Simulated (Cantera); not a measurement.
An isothermal plug-flow reactor at 1148 K and 1.00 bar (inlet), inlet velocity 2.7 m/s, active area per volume 610 1/m; feed CH4 : O2 : N2 = 0.0027 : 0.051 : 0.79 (molar parts), equivalence ratio 0.11.

Computed with Cantera and Deutschmann's 1995 Pt surface mechanism with GRI-Mech 3.0 gas chemistry. Catalytic surfaces can have several steady states; this one follows from the mechanism file's or the stated starting coverage. Mass transfer to the wall is taken as infinitely fast.

Task: What does this change do: temperature 1148 to 1248 K?

Result: 
```
quantity                  before    after
----------------------  --------  -------
x(CH4) at z = 0.026 m   0.000334  4.23e-5
x(O2) at z = 0.026 m      0.0548   0.0542
x(H2O) at z = 0.026 m    0.00567  0.00623
x(CO2) at z = 0.026 m    0.00282  0.00309
x(CO) at z = 0.026 m     4.14e-7  1.67e-7
θ(free Pt) at the exit     0.402    0.515
θ(O*) at the exit          0.597    0.484
```

Task: What does this change do: inlet velocity 2.7 to 6.5 m/s?

Result: 
| quantity | before | after |
|---|---|---|
| x(CH4) at z = 0.026 m | 0.000334 | 0.00127 |
| x(O2) at z = 0.026 m | 0.0548 | 0.0566 |
| x(H2O) at z = 0.026 m | 0.00567 | 0.00383 |
| x(CO2) at z = 0.026 m | 0.00282 | 0.00191 |
| x(CO) at z = 0.026 m | 4.14e-7 | 1.47e-6 |
| θ(free Pt) at the exit | 0.402 | 0.400 |
| θ(O*) at the exit | 0.597 | 0.599 |

Task: What does this change do: temperature 1148 to 1048 K?

Result: 
| quantity | before | after |
|---|---|---|
| x(CH4) at z = 0.026 m | 0.000334 | 0.00124 |
| x(O2) at z = 0.026 m | 0.0548 | 0.0565 |
| x(H2O) at z = 0.026 m | 0.00567 | 0.00390 |
| x(CO2) at z = 0.026 m | 0.00282 | 0.00195 |
| x(CO) at z = 0.026 m | 4.14e-7 | 8.76e-7 |
| θ(free Pt) at the exit | 0.402 | 0.283 |
| θ(O*) at the exit | 0.597 | 0.716 |
| θ(OH*) at the exit | 0.00106 | 0.00108 |
